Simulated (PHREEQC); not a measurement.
Dissolve 0.015 mol NiSO4 and 0.0031 mol H2SO4 per kg of water at 85 °C. Closed to the air; pH follows from the charge balance.

All values are PHREEQC results (ion-association model, wateq4f.dat), not measurements.

| quantity | before | after |
|---|---|---|
| pH | 2.74 | 2.71 |
| ionic strength (mol/kgw) | 0.0407 | 0.0410 |
| SO4-2 (mol/kgw) | 0.00892 | 0.00908 |
| HSO4- (mol/kgw) | 0.00407 | 0.00390 |
| Ni(SO4)2-2 (mol/kgw) | 1.65e-6 | 1.73e-6 |
| NiOH+ (mol/kgw) | 1.36e-8 | 9.87e-9 |
| SI of Morenosite (NiSO4:7H2O) | -2.77 | -2.73 |

Task: Name the change that produced these shifts.
A. H2SO4 replaced by MnSO4 at the same molality
B. temperature from 85 to 80 °C
C. temperature from 85 to 60 °C
D. H2SO4 replaced by CdSO4 at the same molality

Result: B, temperature from 85 to 80 °C

Precipitation was switched off in this run. Constants without temperature data keep their 25 °C values here.
